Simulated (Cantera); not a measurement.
A Cantera script and what it prints.

```python
import numpy as np
import cantera as ct

gas_names = """
    H HNO HNO2 HNO3 HO2 H2 H2O H2O2 N NH NH2 NH3 NH2OH NO NO2 NO3 N2 N2H2 N2H4 N2O O OH O2 O3 Si SiH
    SiH2 SiH3 SiH4 SiN SiO SiO2 Si2 Si2N Si3
""".split()
cond_names = """
    H2O(s) H2O(L) Si(cr) Si(L) SiO2(Lqz) SiO2(hqz) SiO2(L) Si2N2O(s) Si3N4(a)
""".split()


def load(file, names, dense=False):
    # The tables refer to 1 bar. Condensed volumes are neglected.
    table = {s.name: s for s in ct.Species.list_from_file(file)}
    out = []
    for n in names:
        d = dict(table[n].input_data)
        d["thermo"] = dict(d["thermo"], **{"reference-pressure": 1e5})
        if dense:
            d["equation-of-state"] = {"model": "constant-volume", "density": "1e6 g/cm^3"}
        out.append(ct.Species.from_dict(d))
    return out


gas = ct.Solution(thermo="ideal-gas", species=load("nasa_gas.yaml", gas_names))
cond = {s.name: ct.Solution(thermo="fixed-stoichiometry", species=[s], name=s.name)
        for s in load("nasa_condensed.yaml", cond_names, dense=True)}
atoms = {
    'Si3N4': {'Si': 3, 'N': 4},
    'H2O': {'H': 2, 'O': 1},
    'N2': {'N': 2},
}
top_T = {'Si2N2O(s)': 2100, 'Si3N4(a)': 2400}  # K; cautious upper limits of use, not melting points


def equilibrate(T, P, feed):
    n = {}
    for name, mol in feed.items():
        for a, k in atoms[name].items():
            n[a] = n.get(a, 0.0) + k * mol
    gas.TPX = T, P, n
    mass = sum(n.values()) * gas.mean_molecular_weight
    gas.equilibrate("TP")
    valid = [c for c in cond.values() if c.min_temp <= T <= top_T.get(c.name, c.max_temp)]
    mix = ct.Mixture([(gas, mass / gas.mean_molecular_weight)] + [(c, 0.0) for c in valid])
    mix.T, mix.P = T, P
    mix.equilibrate("TP", solver="vcs", rtol=1e-11, max_steps=5000)
    return mix


results = []
feed = {'Si3N4': 1, 'H2O': 9.5, 'N2': 19}  # mol
P = 4700  # Pa
for T in [775, 850, 925, 1000, 1075, 1150, 1225, 1300, 1375, 1450, 1525, 1600]:
    mix = equilibrate(T, P, feed)
    results.append((T, P, feed, dict(zip(mix.species_names, mix.species_moles))))

top = {s: max(r[3][s] / sum(r[3][g] for g in gas_names) for r in results) for s in gas_names}
cols = sorted((s for s in top if top[s] > 0.001), key=lambda s: -top[s])[:6]
seen = [c for c in cond_names if any(r[3].get(c, 0) > 1e-12 for r in results)]
print("log10 of partial pressures in bar; condensed amounts in mol")
print(f"{'T/K':>10s}" + "".join(f"{s[:9]:>10s}" for s in cols + seen))
for T, P, feed, n in results:
    ng = sum(n[g] for g in gas_names)
    print(f"{T:10.4g}" + "".join(f"{np.log10(max(n[s] / ng * P / 1e5, 1e-99)):10.3f}" for s in cols)
          + "".join(f"{n.get(c, 0):10.4g}" for c in seen))
```

Output:

```
log10 of partial pressures in bar; condensed amounts in mol
       T/K        N2        H2       H2O SiO2(Lqz) SiO2(hqz)
       775    -1.490    -2.034    -2.268         3         0
       850    -1.490    -2.034    -2.268         0         3
       925    -1.490    -2.034    -2.268         0         3
      1000    -1.490    -2.034    -2.268         0         3
      1075    -1.490    -2.034    -2.268         0         3
      1150    -1.490    -2.034    -2.268         0         3
      1225    -1.490    -2.034    -2.268         0         3
      1300    -1.490    -2.034    -2.268         0         3
      1375    -1.490    -2.034    -2.268         0         3
      1450    -1.490    -2.034    -2.268         0         3
      1525    -1.490    -2.034    -2.268         0         3
      1600    -1.490    -2.034    -2.268         0         3
```

These are equilibrium values from Cantera (NASA tables, ideal gas, pure condensed phases), not measurements of a reactor. The tables hold silica as quartz up to 1696 K and as liquid above; real silica turns to tridymite and cristobalite and melts near 1996 K.
